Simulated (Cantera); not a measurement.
Input: 1 mol Si3N4, 0.22 mol CO2, 620 mol H2, at 100000 Pa.

Cantera equilibrium calculation (NASA polynomials, part measured and part estimated; ideal gas, pure solids and liquids). Candidate condensed phases: C, C6H6, C7H8, C8H18, H2O, Si, SiC, SiO2, Si2N2O, Si3N4; 151 gas species. Mutual solubility and eutectic melting of coexisting phases are not modelled. Gases not in the tables: Si2H6 and higher silanes. Kinetics and transport are ignored.

x: gas mole fraction; n: condensed amount in mol.

| T (K) | x H2 | x N2 | x H | x SiO | n Si2N2O(s) | n Si3N4(s) | n SiC(s) | n Si(s) | n Si(l) |
|---|---|---|---|---|---|---|---|---|---|
| 1350 | 0.999 | 0.000236 | 2.38e-6 | 2.92e-9 | 0.440 | 0.707 | 0 | 0 | 0 |
| 1425 | 0.999 | 0.000333 | 6.82e-6 | 3.94e-8 | 0.440 | 0.677 | 0.0903 | 0 | 0 |
| 1500 | 0.999 | … | … | … | 0.440 | 0.650 | … | 0 | 0 |
| 1575 | 0.999 | 0.000454 | 4.15e-5 | 3.69e-6 | 0.437 | 0.640 | 0.200 | 0 | 0 |
| 1650 | 0.999 | … | … | … | 0.425 | … | 0.209 | … | 0 |
| 1725 | 0.997 | 0.00245 | 0.000185 | 9.53e-5 | 0.377 | 0.0488 | 0.204 | 0 | 1.82 |
| 1800 | 0.996 | 0.00321 | 0.000357 | 0.000639 | 0 | 0 | 0.161 | 0 | 2.42 |
| 1875 | 0.995 | 0.00320 | 0.000654 | 0.000607 | 0 | 0 | 0.134 | 0 | 2.44 |
| 1950 | 0.995 | 0.00319 | 0.00114 | 0.000565 | 0 | 0 | 0.0966 | 0 | 2.47 |
| 2025 | 0.994 | 0.00318 | 0.00192 | 0.000517 | 0 | 0 | 0.0455 | 0 | 2.49 |

Task: Complete the blanks.

Result: 
- 1500, x N2: 0.000419
- 1500, x H: 1.76e-5
- 1500, x SiO: 4.19e-7
- 1500, n SiC(s): 0.170
- 1650, x N2: 0.000690
- 1650, x H: 9.08e-5
- 1650, x SiO: 2.36e-5
- 1650, n Si3N4(s): 0.573
- 1650, n Si(s): 0.201
